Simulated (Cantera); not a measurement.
Charge: 1 mol HI, 1.9 mol O2, 0.23 mol H2, held at 2600 K and 22.0 bar.

Equilibrium computed with Cantera from the NASA thermochemical tables; the gas is ideal and each condensed phase is pure. Candidate condensed phases: H2O, I2; 12 gas species. Equilibrium is a limit: real reactors are often held back by kinetics, nucleation or transport.

Base state: O2 0.467, I 0.289, H2O 0.212, OH 0.0160, HI 0.00617, I2 0.00599, O 0.00339, H2 0.000627 (mole fractions); condensed: gas only.

What changes in the equilibrium state with this change: temperature from 2600 K to 2498.15 K?


```csv
species,before,after
O2,0.467,0.470
I,0.289,0.286
H2O,0.212,0.215
OH,0.0160,0.0119
H,0.000205,0.000106
O,0.00339,0.00210
H2,0.000627,0.000395
```
